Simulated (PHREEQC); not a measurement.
Make-up at 38 °C: 0.053 mol NiSO4, 3.3e-05 mol Na2SO4 and 0.0027 mol MnSO4 per kg of water. Closed to the air; pH follows from the charge balance.

Computed with PHREEQC (ion-association model, wateq4f.dat).

No solid was allowed to form.

Question: Estimate the pH.

Answer: pH 5.92.

Question: In which forms is S present?

Answer: SO4-2 57 %, NiSO4 41 %, MnSO4 2.2 % of the S.

Species that the database lacks are ignored. In wateq4f.dat the enthalpy of Ni(OH)2 has the wrong sign, so its saturation index can't be trusted away from 25 °C. At this temperature some constants are extrapolated from 25 °C, and those without enthalpy data are left unchanged.
